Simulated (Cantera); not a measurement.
Charge: 1 mol Pb, 2.5 mol H2, 0.13 mol N2, at 4.70 mbar.

These are equilibrium values from Cantera (NASA tables, ideal gas, pure condensed phases), not measurements of a reactor. Candidate condensed phases: Pb; 11 gas species. The numbers say what is thermodynamically allowed, not how fast it happens.

Problem. Which condensed phases are stable at each of these points (T (°C)): 925, 950, 975, 1000, 1025, 1050, 1075, 1100, 1125, 1150, 1175, 1200, 1225?

Solution. 
| T (°C) | condensed phases | Pb condensed (%) |
|---|---|---|
| 925 | Pb(l) | 59.8 |
| 950 | Pb(l) | 37.1 |
| 975 | gas only | 0.0 |
| 1000 | gas only | 0.0 |
| 1025 | gas only | 0.0 |
| 1050 | gas only | 0.0 |
| 1075 | gas only | 0.0 |
| 1100 | gas only | 0.0 |
| 1125 | gas only | 0.0 |
| 1150 | gas only | 0.0 |
| 1175 | gas only | 0.0 |
| 1200 | gas only | 0.0 |
| 1225 | gas only | 0.0 |

From 925 °C to 950 °C the condensed part is Pb(l). From 975 °C to 1225 °C nothing is condensed.
